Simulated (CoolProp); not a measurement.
Vapour-liquid equilibrium of diethyl ether (1) + benzene (2) at 0.157 MPa; x and y are mole fractions of (1).

Model: multi-fluid Helmholtz-energy mixture model, Thol 2014 and Thol 2012; pair parameters Bell 2016, in CoolProp.

| x | bubble temperature (°C) | y at the bubble point | dew temperature at overall composition x (°C) | liquid density (mol/L) |
|---|---|---|---|---|
| 0.05 | 90.6 | 0.156 | 93.6 | 10.17 |
| 0.15 | 82.9 | 0.390 | 90.8 | 10.11 |
| 0.25 | 76.5 | 0.554 | 87.7 | 10.03 |
| 0.35 | 70.9 | 0.673 | 84.3 | 9.943 |
| 0.45 | 66.1 | 0.763 | 80.7 | 9.844 |
| 0.55 | 61.8 | 0.831 | 76.6 | 9.738 |
| 0.65 | 58.0 | 0.884 | 72.1 | 9.625 |
| 0.75 | 54.6 | 0.927 | 66.8 | 9.507 |
| 0.85 | 51.5 | 0.961 | 60.5 | 9.383 |
| 0.95 | 48.7 | 0.988 | 52.5 | 9.255 |

No azeotrope shows between x = 0.05 and 0.95.

The pair parameters rest on a limited set of measurements; away from them the model extrapolates.
